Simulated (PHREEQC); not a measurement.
**Polishing slurry liquid: an equilibrium model**

Consider water at 25 °C with 0.98 mmol/kgw NH3 and 0.035 mmol/kgw KH2PO4. Closed to the air; pH follows from the charge balance.

Equilibrium calculation in PHREEQC: ion-association model, phreeqc.dat.

Each row changes one thing in this solution. No solid was allowed to form.

| case | pH | ionic strength (mol/kgw) | NH3 (mol/kgw) | NH4+ (mol/kgw) |
|---|---|---|---|---|
| as made | 10.02 | 0.000213 | 0.000837 | 0.000143 |
| NH3 from 0.00098 to 0.00049 mol/kgw | … | 0.000174 | 0.000387 | 0.000103 |
| KH2PO4 left out | … | 0.000125 | 0.000855 | 0.000125 |
| KH2PO4 from 3.5e-05 to 0.00035 mol/kgw | … | 0.00108 | 0.000601 | 0.000379 |
| NH3 from 0.00098 to 0.000196 mol/kgw | 9.52 | 0.000139 | 0.000127 | 6.87e-5 |
| KH2PO4 from 3.5e-05 to 5.25e-05 mol/kgw | 9.99 | 0.000258 | 0.000827 | 0.000153 |
| 0.00013 mol/kgw CO2 added | … | 0.000345 | 0.000733 | 0.000247 |

Q: Complete the blanks.

A: 
- NH3 from 0.00098 to 0.00049 mol/kgw, pH: 9.82
- KH2PO4 left out, pH: 10.09
- KH2PO4 from 3.5e-05 to 0.00035 mol/kgw, pH: 9.46
- 0.00013 mol/kgw CO2 added, pH: 9.73
